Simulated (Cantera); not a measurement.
Charge: 1 mol MgCO₃, 2.3 mol H₂, 0.052 mol O₂, at 450 °C and 0.0100 bar.

Equilibrium computed with Cantera from the NASA thermochemical tables; the gas is ideal and each condensed phase is pure. Candidate condensed phases: C, C₆H₆, C₇H₈, C₈H₁₈, H₂O, Mg, MgCO₃, MgO, Mg(OH)₂; 116 gas species. Kinetics and transport are ignored.

Base state: H₂ 0.540, CO₂ 0.203, H₂O 0.150, CO 0.0956, CH₄ 0.0110 (mole fractions); condensed: MgO(s).

**Question.** What changes in the equilibrium state with this change: H₂ from 2.3 to 0.19 mol?

**Answer.** 
```json
[
 {"species": "CO₂", "before": "0.203", "after": "0.807"},
 {"species": "H₂O", "before": "0.150", "after": "0.121"},
 {"species": "H₂", "before": "0.540", "after": "0.0386"},
 {"species": "CO", "before": "0.0956", "after": "0.0336"},
 {"species": "CH₄", "before": "0.0110", "after": "1.75e-6"},
 {"species": "MgO(s), mol", "before": "1.00", "after": "1.00"}
]
```

**Question.** What changes in the equilibrium state with this change: temperature from 450 °C to 527 °C?

**Answer.** 
```
species      before     after
-----------  ------  --------
H₂            0.540     0.533
CO₂           0.203     0.171
H₂O           0.150     0.164
CO           0.0956     0.132
CH₄          0.0110  0.000382
MgO(s), mol    1.00      1.00
```
